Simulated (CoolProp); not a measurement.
Octamethyltrisiloxane (MDM) along the isotherm 301.85 °C: Z from the reference equation and from simpler models built on Tc = 292.2 °C, pc = 14.38 bar, ω = 0.528; each cubic takes its own stable root.

The numbers come from the reference Helmholtz-energy equation of state, Thol 2017 in CoolProp.

| p (bar) | phase | reference | van der Waals | Redlich-Kwong |
|---|---|---|---|---|
| 8.98 | gas | 0.7617 | 0.7834 | 0.7607 |
| 18 | supercritical | 0.2508 | 0.3272 | 0.2881 |
| 27 | supercritical | 0.3010 | 0.4128 | 0.3434 |
| 35.9 | supercritical | 0.3737 | 0.5110 | 0.4168 |
| 44.9 | supercritical | 0.4479 | 0.6099 | 0.4913 |
| 53.9 | supercritical | 0.5211 | 0.7074 | 0.5646 |
| 62.9 | supercritical | 0.5934 | 0.8034 | 0.6365 |
| 71.9 | supercritical | 0.6646 | 0.8981 | 0.7072 |
| 80.9 | supercritical | 0.7349 | 0.9916 | 0.7767 |
| 89.8 | supercritical | 0.8035 | 1.083 | 0.8444 |
| 98.8 | supercritical | 0.8722 | 1.175 | 0.9121 |
| 108 | supercritical | 0.9416 | 1.267 | 0.9804 |
| 117 | supercritical | 1.009 | 1.357 | 1.046 |
| 126 | supercritical | 1.076 | 1.446 | 1.112 |
| 135 | supercritical | 1.142 | 1.535 | 1.177 |
| 144 | supercritical | 1.207 | 1.623 | 1.241 |
